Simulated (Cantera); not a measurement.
Charge: 1 mol SiH₂Cl₂, 13 mol NH₃, 1.2 mol N₂, equilibrated at 1775 °C and 13.3 mbar.

Method: chemical equilibrium by Gibbs-energy minimisation in Cantera with the NASA 1993 tables (ideal gas, pure condensed phases). Candidate condensed phases: NH₄Cl, Si, Si₃N₄; 28 gas species. The tables' values for SiCl, SiN, SiCl₃ are old estimates; treat these amounts as uncertain. Gases not in the tables: Si₂H₆ and higher silanes. Equilibrium is a limit: real reactors are often held back by kinetics, nucleation or transport.

### Question
What is the equilibrium state?

### Answer
| Quantity | Result |
|---|---|
| x(H₂) | 0.659 |
| x(N₂) | 0.260 |
| x(HCl) | 0.0491 |
| x(H) | 0.0158 |
| x(SiCl₂) | 0.00828 |
| x(Si) | 0.00568 |
| x(SiCl) | 0.000939 |
| x(Cl) | 0.000869 |
| x(SiH) | 0.000323 |
| n(Si(l)) | 0.533 mol |
| gas amount | 29.64 mol |
